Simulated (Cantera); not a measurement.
Input (Python, Cantera):

```python
import numpy as np
import cantera as ct

gas = ct.Solution("gri30.yaml")


def delay(T, t_max=10):
    gas.TPX = T, 720000, {'H2': 1, 'O2': 0.51, 'N2': 1.92, 'H2O': 0.39}
    reactor = ct.IdealGasReactor(gas, clone=False)
    net = ct.ReactorNet([reactor])
    net.rtol, net.atol = 1e-8, 1e-16
    while net.time < t_max:
        t_old, T_old = net.time, reactor.T
        net.step()
        if reactor.T > T + 400:  # ignition: a rise of 400 K
            return t_old + (T + 400 - T_old) / (reactor.T - T_old) * (net.time - t_old)
    return np.nan


taus = []
for T in [1200, 1275, 1350, 1425, 1500, 1575, 1650]:
    taus.append(delay(T))
    print(f"T0 = {T:6g} K   tau = {taus[-1]:.4e} s")
```

Result:

```
T0 =   1200 K   tau = 1.8878e-04 s
T0 =   1275 K   tau = 3.1243e-05 s
T0 =   1350 K   tau = 7.0412e-06 s
T0 =   1425 K   tau = 3.6553e-06 s
T0 =   1500 K   tau = 2.4318e-06 s
T0 =   1575 K   tau = 1.8024e-06 s
T0 =   1650 K   tau = 1.4233e-06 s
```

Model: GRI-Mech 3.0 (53 species, 325 reactions), integrated in Cantera. The hydrogen kinetics of GRI-Mech 3.0 are dated; newer H2 mechanisms differ, most at raised pressure.
